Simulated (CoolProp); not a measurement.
Vapour-liquid equilibrium of CHF3 (R23) (1) + R152A (2) at 0.158 MPa; x and y are mole fractions of (1).

The numbers come from the multi-fluid Helmholtz-energy mixture model, Penoncello 2003 and Outcalt 1996; pair parameters Bell 2016 in CoolProp.

| x | bubble temperature (K) | y at the bubble point | dew temperature at overall composition x (K) | liquid density (mol/L) |
|---|---|---|---|---|
| 0.05 | 251.2 | 0.320 | 258.5 | 15.37 |
| 0.125 | 240.9 | 0.600 | 256.6 | 15.90 |
| 0.2 | 233.0 | 0.751 | 254.6 | 16.37 |
| 0.275 | 226.6 | 0.838 | 252.5 | [?] |
| 0.35 | 221.5 | 0.891 | 250.3 | 17.21 |
| 0.425 | 217.3 | 0.925 | 247.8 | 17.60 |
| 0.5 | [?] | 0.948 | 245.1 | 17.97 |
| 0.575 | 210.6 | 0.964 | 242.0 | 18.33 |
| 0.65 | [?] | 0.975 | 238.6 | [?] |
| 0.725 | 205.7 | 0.983 | 234.6 | 19.02 |
| 0.8 | 203.6 | 0.990 | [?] | 19.36 |
| 0.875 | 201.8 | 0.994 | 223.2 | 19.68 |
| 0.95 | 200.2 | [?] | 213.3 | [?] |

Complete the blanks.


- 0.275, liquid density (mol/L): 16.81
- 0.5, bubble temperature (K): 213.7
- 0.65, bubble temperature (K): 208.0
- 0.65, liquid density (mol/L): 18.68
- 0.8, dew temperature at overall composition x (K): 229.7
- 0.95, y at the bubble point: 0.998
- 0.95, liquid density (mol/L): 20.00

No azeotrope shows between x = 0.05 and 0.95.

The pair parameters rest on a limited set of measurements; away from them the model extrapolates.
